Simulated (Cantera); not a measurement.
A closed system holds: 1 mol SiCl₄, 0.061 mol C₂H₄, 1600 mol H₂, held at 49000 Pa.

These are equilibrium values from Cantera (NASA tables, ideal gas, pure condensed phases), not measurements of a reactor. Candidate condensed phases: C, C₆H₆, C₇H₈, C₈H₁₈, Si, SiC; 109 gas species. Mutual solubility and eutectic melting of coexisting phases are not modelled. Gases not in the tables: Si₂H₆ and higher silanes. Kinetics and transport are ignored.

x: gas mole fraction; n: condensed amount in mol.

```csv
T (K),x H₂,x H,x HCl,x Si,n Si(l),n SiC(s)
1923,0.996,0.00134,0.00246,3.46e-5,0.669,0.101
1973,0.995,(withheld),0.00246,(withheld),(withheld),0.0961
2023,0.995,0.00271,0.00245,0.000116,0.401,0.0866
2073,0.993,0.00374,0.00245,0.000203,0.151,0.0690
2123,0.992,(withheld),0.00245,(withheld),0,(withheld)
2173,0.990,0.00686,0.00245,0.000326,0,0
2223,0.988,0.00910,0.00245,0.000358,0,0
2273,0.985,0.0119,0.00245,0.000387,0,0
2323,0.981,0.0154,0.00244,0.000411,0,0
2373,0.977,0.0197,0.00243,0.000432,0,0
2423,0.972,0.0250,0.00241,0.000450,0,0
2473,0.966,0.0313,0.00240,0.000465,0,0
2523,0.958,0.0389,0.00237,0.000478,0,0
```

What belongs in the gaps?


- 2123, x H: 0.00510
- 2123, x Si: 0.000286
- 2123, n SiC(s): 0.0186
- 1973, x H: 0.00192
- 1973, x Si: 6.44e-5
- 1973, n Si(l): 0.564
